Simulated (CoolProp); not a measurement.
Vapour-liquid equilibrium of propane (1) + R152A (2) at 326.8 K; x and y are mole fractions of (1).

Values from CoolProp's multi-fluid Helmholtz-energy mixture model, Lemmon 2009 and Outcalt 1996; pair parameters Bell 2016.

```
x      bubble pressure, mixture model (bar)  bubble pressure, Raoult's law (bar)  y, mixture model  y, Raoult's law
-----  ------------------------------------  -----------------------------------  ----------------  ---------------
0.05                             (withheld)                                13.17             0.116            0.070
0.125                                 16.01                                13.59             0.243            0.170
0.2                                   17.40                                14.02             0.335            0.264
0.275                            (withheld)                                14.44             0.407            0.353
0.35                                  19.35                                14.86             0.466            0.436
0.425                                 20.00                                15.29             0.518            0.515
0.5                                   20.48                                15.71        (withheld)            0.590
0.575                                 20.80                                16.13        (withheld)            0.661
0.65                                  20.95                                16.56             0.660            0.728
0.725                                 20.93                                16.98        (withheld)            0.791
0.8                              (withheld)                                17.40             0.770            0.852
0.875                                 20.21                                17.83             0.839            0.910
0.95                                  19.36                                18.25             0.926            0.965
```

**Question.** Complete the blanks.

**Answer.** 
- 0.05, bubble pressure, mixture model (bar): 14.27
- 0.275, bubble pressure, mixture model (bar): 18.49
- 0.5, y, mixture model: 0.566
- 0.575, y, mixture model: 0.612
- 0.725, y, mixture model: 0.712
- 0.8, bubble pressure, mixture model (bar): 20.71

The largest gap from Raoult's law is +30.8 % in bubble pressure, at x = 0.425. y crosses x between x = 0.65 and 0.725: the model has an azeotrope there.

The pair parameters rest on a limited set of measurements; away from them the model extrapolates.
